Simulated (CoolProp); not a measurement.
Computed with CoolProp (reference Helmholtz-energy equation of state, Lemmon 2006). It is a short technical equation, of lower accuracy than the large ones.

Problem. Give the vapour pressure (MPa), vapour density (kg/m³), enthalpy of vaporisation (kJ/kg), liquid conductivity (mW/(m K)) of saturated toluene at 103.15, 210.95 °C.

Solution. 
```tsv
T (°C)	p (MPa)	vapour density (kg/m³)	enthalpy of vaporisation (kJ/kg)	liquid conductivity (mW/(m K))
103.15	0.0816	2.49	366	109
210.95	0.907	25.5	280	85.9
```

Thermal conductivity comes from a separate model (Assael 2012).
